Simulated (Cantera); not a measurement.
What does this Cantera script print?

```python
import numpy as np
import cantera as ct

gas_names = [...]  # 123 gases of nasa_gas.yaml made of C, H, O, Si
cond_names = """
    C(gr) C6H6(L) C7H8(L) C8H18(L),n-octa H2O(s) H2O(L) Si(cr) Si(L) SiC(b) SiO2(Lqz) SiO2(hqz) SiO2(L)
""".split()


# ... load() reads the species with a 1 bar reference pressure and builds the phases ...
atoms = {
    'Si': {'Si': 1},
    'CO2': {'C': 1, 'O': 2},
    'H2': {'H': 2},
}
top_T = {'C(gr)': 4500, 'SiC(b)': 3050}  # K; cautious upper limits of use, not melting points


# ... equilibrate(T, P, feed) seeds the gas with the atoms and calls Mixture.equilibrate('TP', solver="vcs", rtol=1e-11, max_steps=5000) ...
results = []
T = 1448  # K
P = 27000  # Pa
for m in [0.019, 0.029, 0.045, 0.071, 0.11, 0.17, 0.26, 0.41, 0.64, 0.99, 1.5, 2.4, 3.7]:
    feed = {'Si': 1, 'CO2': m, 'H2': 550}  # mol
    mix = equilibrate(T, P, feed)
    results.append((T, P, feed, dict(zip(mix.species_names, mix.species_moles))))

top = {s: max(r[3][s] / sum(r[3][g] for g in gas_names) for r in results) for s in gas_names}
cols = sorted((s for s in top if top[s] > 1e-06), key=lambda s: -top[s])[:5]
seen = [c for c in cond_names if any(r[3].get(c, 0) > 1e-12 for r in results)]
print("log10 of partial pressures in bar; condensed amounts in mol")
print(f"{'n(CO2)':>10s}" + "".join(f"{s[:9]:>10s}" for s in cols + seen))
for T, P, feed, n in results:
    ng = sum(n[g] for g in gas_names)
    print(f"{feed['CO2']:10.4g}" + "".join(f"{np.log10(max(n[s] / ng * P / 1e5, 1e-99)):10.3f}" for s in cols)
          + "".join(f"{n.get(c, 0):10.4g}" for c in seen))
```

Result:

```
log10 of partial pressures in bar; condensed amounts in mol
    n(CO2)        H2        CO       H2O       SiO       CH4    Si(cr)    SiC(b) SiO2(hqz)
     0.019    -0.569    -6.392    -7.328    -4.740    -5.843    0.9471   0.01525         0
     0.029    -0.569    -6.208    -7.144    -4.556    -5.843     0.918   0.02481         0
     0.045    -0.569    -6.017    -6.953    -4.366    -5.843    0.8715   0.04012         0
     0.071    -0.569    -5.819    -6.755    -4.167    -5.843    0.7959   0.06498         0
      0.11    -0.569    -5.629    -6.565    -3.977    -5.843    0.6825    0.1023         0
      0.17    -0.569    -5.440    -6.377    -3.788    -5.843     0.508    0.1597         0
      0.26    -0.569    -5.364    -6.300    -3.712    -5.843    0.2983    0.2483   0.05727
      0.41    -0.569    -5.355    -6.297    -3.715    -5.837         0     0.398    0.2086
      0.64    -0.569    -3.977    -5.838    -4.174    -4.919         0    0.4006    0.4629
      0.99    -0.569    -3.497    -5.678    -4.334    -4.600         0    0.2895     0.616
       1.5    -0.570    -3.195    -5.578    -4.435    -4.399         0    0.1163    0.8087
       2.4    -0.571    -2.931    -3.706    -6.308    -6.010         0         0     0.999
       3.7    -0.573    -2.744    -3.082    -6.934    -6.454         0         0    0.9998
```

These are equilibrium values from Cantera (NASA tables, ideal gas, pure condensed phases), not measurements of a reactor. Mutual solubility and eutectic melting of coexisting phases are not modelled. The tables hold silica as quartz up to 1696 K and as liquid above; real silica turns to tridymite and cristobalite and melts near 1996 K.
